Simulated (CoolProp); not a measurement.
Properties of R134a along the isotherm 455 K.

Model: reference Helmholtz-energy equation of state, Tillner-Roth 1994, in CoolProp.

```tsv
p (bar)	phase	Z	cv (kJ/(kg K))	Prandtl number
20.3	gas	0.9117	1.034	[?]
40.6	supercritical	0.8189	1.060	0.919
60.9	supercritical	[?]	1.086	1.08
81.2	supercritical	0.6447	1.106	1.32
101	supercritical	[?]	1.114	1.57
122	supercritical	0.5815	1.113	1.75
142	supercritical	0.5947	1.110	[?]
162	supercritical	0.6212	1.106	[?]
183	supercritical	0.6561	[?]	[?]
203	supercritical	0.6929	1.101	1.98
```

Task: Complete the blanks.

Result: 
- 20.3, Prandtl number: 0.814
- 60.9, Z: 0.7259
- 101, Z: 0.5950
- 142, Prandtl number: 1.84
- 162, Prandtl number: 1.90
- 183, cv (kJ/(kg K)): 1.103
- 183, Prandtl number: 1.95

Viscosity comes from a separate model (Huber 2003), an estimate that may be off by 10 % or more. Thermal conductivity comes from a separate model (McLinden 2000), an estimate that may be off by 10 % or more.
